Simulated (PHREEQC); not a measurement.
Synthetic water in mg/L, 20 °C, pH 6.53, pe 2.6:

```tsv
constituent	mg/L
Na	28.7
K	1.2
Ca	29.2
Mg	2.82
Cl	61.7
S(6) as SO4	0.00533
Alkalinity as HCO3	79.9
Si as SiO2	0.352
Fe(2)	0.207
```

Na is adjusted to close the charge balance.
Valence states are taken as typed.

The numbers come from PHREEQC with the ion-association model, phreeqc.dat.

This is a speciation only: nothing precipitates in the calculation.

Task: Order these C species by the share of C that they hold, largest first: CO2, CaHCO3+, HCO3-.

Result: HCO3- (60 %), CO2 (40 %), CaHCO3+ (0.39 %)

Task: Order these S species by the share of S that they hold, largest first: SO4-2, MgSO4, CaSO4, NaSO4-.

Result: SO4-2 (92 %), CaSO4 (6.7 %), MgSO4 (1.3 %), NaSO4- (0.45 %)

The pH is 6.53 and the ionic strength 0.00388 mol/kgw. Species that the database lacks are ignored.
